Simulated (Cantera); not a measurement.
A Cantera script and what it prints.

```python
import numpy as np
import cantera as ct

gas_names = [...]  # 148 gases of nasa_gas.yaml made of Al, C, H, N, O
cond_names = """
    AL(cr) AL(L) ALN(s) AL2O3(a) AL2O3(L) C(gr) C6H6(L) C7H8(L) C8H18(L),n-octa H2O(s) H2O(L)
""".split()


# ... load() reads the species with a 1 bar reference pressure and builds the phases ...
atoms = {
    'Al(CH3)3': {'AL': 1, 'C': 3, 'H': 9},
    'N2O': {'N': 2, 'O': 1},
    'H2': {'H': 2},
    'O2': {'O': 2},
}
top_T = {'ALN(s)': 2750, 'C(gr)': 4500}  # K; cautious upper limits of use, not melting points


# ... equilibrate(T, P, feed) seeds the gas with the atoms and calls Mixture.equilibrate('TP', solver="vcs", rtol=1e-11, max_steps=5000) ...
results = []
feed = {'Al(CH3)3': 1, 'N2O': 10, 'H2': 81, 'O2': 12}  # mol
T = 2198.15  # K
P = 73  # Pa
mix = equilibrate(T, P, feed)
results.append((T, P, feed, dict(zip(mix.species_names, mix.species_moles))))
x = sorted(zip(gas.X, gas.species_names), reverse=True)
print(f"T = {T:g} K  P = {P:g} Pa  gas = {mix.phase_moles(0):.4g} mol")
print("   x: " + "  ".join(f"{s} {v:.3e}" for v, s in x if v > 0.001))
print("   condensed (mol): " + ("  ".join(f"{mix.phase(i).name} {mix.phase_moles(i):.4g}"
      for i in range(1, mix.n_phases) if mix.phase_moles(i) > 1e-12) or "none"))
```

Output:

```
T = 2198.15 K  P = 73 Pa  gas = 106.9 mol
   x: H2 4.651e-01  H2O 2.587e-01  H 1.407e-01  N2 9.341e-02  CO 2.538e-02  OH 1.089e-02  CO2 2.677e-03  O 2.297e-03
   condensed (mol): AL2O3(a) 0.4931
```

Method: chemical equilibrium by Gibbs-energy minimisation in Cantera with the NASA 1993 tables (ideal gas, pure condensed phases). The feed counts by its element totals alone. The tables' values for AlOH are old estimates; treat these amounts as uncertain.
